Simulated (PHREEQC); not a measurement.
Model water analysis in mg/L, 25 °C, pH 8.49, pe 0.7:

```json
[
 {"constituent": "Na", "mg/L": "14.3"},
 {"constituent": "K", "mg/L": "1.3"},
 {"constituent": "Ca", "mg/L": "6.02"},
 {"constituent": "Mg", "mg/L": "5.81"},
 {"constituent": "Cl", "mg/L": "9.74"},
 {"constituent": "S(6) as SO4", "mg/L": "2.09"},
 {"constituent": "Alkalinity as HCO3", "mg/L": "67.4"},
 {"constituent": "Si as SiO2", "mg/L": "0.0475"},
 {"constituent": "N(-3) as NH4", "mg/L": "0.0978"}
]
```

Valence states are taken as typed.

Computed with PHREEQC (ion-association model, phreeqc.dat).

Precipitation was switched off in this run.

Q: What specific conductance, charge-balance error does the model give?

A: specific conductance 143 µS/cm; charge-balance error 0.6 %.

Q: In which forms is S present?

A: SO4-2 95 %, MgSO4 3.6 %, CaSO4 1.7 % of the S.
